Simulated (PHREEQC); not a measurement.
A made-up water analysis in mmol/kgw, 45 °C, pH 7.39, pe 1.2: Na 0.12; K 1.01; Ca 0.312; Mg 0.219; Cl 0.621; S(6) 0.361; Alkalinity (meq/kgw) 0.846; N(-3) 0.000736; Mn(2) 0.0453.

Valence states are taken as typed.

All values are PHREEQC results (ion-association model, wateq4f.dat), not measurements.

Question: The ionic strength comes out as 0.00302 mol/kgw. What activity coefficients do MnHCO3+, Na+, HCO3-, MgHCO3+, Ca+2 get?

Answer: MnHCO3+ 0.94, Na+ 0.94, HCO3- 0.94, MgHCO3+ 0.94, Ca+2 0.78.

This is a speciation only: nothing precipitates in the calculation. Saturation is exceeded, for instance for Rhodochrosite; the values hold only as long as no solid forms. Species that the database lacks are ignored. Constants without temperature data keep their 25 °C values here.
